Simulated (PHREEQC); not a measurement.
Ultrapure water in contact with air or piping

A made-up water analysis in mg/kgw, 25 °C, pH 6.16, pe 8.2:

```json
[
 {"constituent": "Na", "mg/kgw": "0.0721"},
 {"constituent": "K", "mg/kgw": "0.00132"},
 {"constituent": "Ca", "mg/kgw": "0.0693"},
 {"constituent": "Mg", "mg/kgw": "0.0214"},
 {"constituent": "Cl", "mg/kgw": "0.131"},
 {"constituent": "S(6) as SO4", "mg/kgw": "0.0773"},
 {"constituent": "Alkalinity as HCO3", "mg/kgw": "0.178"},
 {"constituent": "N(5) as NO3", "mg/kgw": "0.000179"},
 {"constituent": "Sr", "mg/kgw": "0.000171"},
 {"constituent": "Ba", "mg/kgw": "0.00133"},
 {"constituent": "Br", "mg/kgw": "0.000529"},
 {"constituent": "Pb", "mg/kgw": "0.00425"},
 {"constituent": "O(0) (dissolved oxygen)", "mg/kgw": "0.000291"}
]
```

Valence states are taken as typed.

Computed with PHREEQC (ion-association model, phreeqc.dat).

Each row changes one thing in this solution. This is a speciation only: nothing precipitates in the calculation.

```json
[
 {"case": "as made", "ionic strength (mol/kgw)": "1.25e-5", "CO2 (mol/kgw)": "5.57e-6", "HCO3- (mol/kgw)": "3.60e-6", "Pb+2 (mol/kgw)": "1.98e-8", "PbOH+ (mol/kgw)": "5.52e-10", "CO3-2 (mol/kgw)": "2.47e-10", "SI of Pb(OH)2 (Pb(OH)2)": "-3.54", "SI of Cerussite (PbCO3)": "-4.20"},
 {"case": "all concentrations times 4 at the same typed pH", "ionic strength (mol/kgw)": "4.78e-5", "CO2 (mol/kgw)": "1.90e-5", "HCO3- (mol/kgw)": "1.23e-5", "Pb+2 (mol/kgw)": "7.79e-8", "PbOH+ (mol/kgw)": "2.14e-9", "CO3-2 (mol/kgw)": "8.57e-10", "SI of Pb(OH)2 (Pb(OH)2)": "-2.95", "SI of Cerussite (PbCO3)": "-3.07"},
 {"case": "pH from 6.16 to 5.66 at the same alkalinity", "ionic strength (mol/kgw)": "1.40e-5", "CO2 (mol/kgw)": "2.50e-5", "HCO3- (mol/kgw)": "5.11e-6", "Pb+2 (mol/kgw)": "2.02e-8", "PbOH+ (mol/kgw)": "1.78e-10", "CO3-2 (mol/kgw)": "1.11e-10", "SI of Pb(OH)2 (Pb(OH)2)": "-4.53", "SI of Cerussite (PbCO3)": "-4.53"},
 {"case": "Ca from 0.0693 to 0.0347 mg/kgw", "ionic strength (mol/kgw)": "1.08e-5", "CO2 (mol/kgw)": "5.57e-6", "HCO3- (mol/kgw)": "3.60e-6", "Pb+2 (mol/kgw)": "1.98e-8", "PbOH+ (mol/kgw)": "5.52e-10", "CO3-2 (mol/kgw)": "2.47e-10", "SI of Pb(OH)2 (Pb(OH)2)": "-3.54", "SI of Cerussite (PbCO3)": "-4.19"},
 {"case": "temperature from 25 to 80 °C at the same typed pH", "ionic strength (mol/kgw)": "1.25e-5", "CO2 (mol/kgw)": "4.86e-6", "HCO3- (mol/kgw)": "3.24e-6", "Pb+2 (mol/kgw)": "1.98e-8", "PbOH+ (mol/kgw)": "5.50e-10", "CO3-2 (mol/kgw)": "3.55e-10", "SI of Pb(OH)2 (Pb(OH)2)": "-1.94", "SI of Cerussite (PbCO3)": "-4.59"},
 {"case": "Br from 0.000529 to 0.00159 mg/kgw", "ionic strength (mol/kgw)": "1.25e-5", "CO2 (mol/kgw)": "5.57e-6", "HCO3- (mol/kgw)": "3.60e-6", "Pb+2 (mol/kgw)": "1.98e-8", "PbOH+ (mol/kgw)": "5.52e-10", "CO3-2 (mol/kgw)": "2.47e-10", "SI of Pb(OH)2 (Pb(OH)2)": "-3.54", "SI of Cerussite (PbCO3)": "-4.20"}
]
```

At this temperature some constants are extrapolated from 25 °C, and those without enthalpy data are left unchanged.
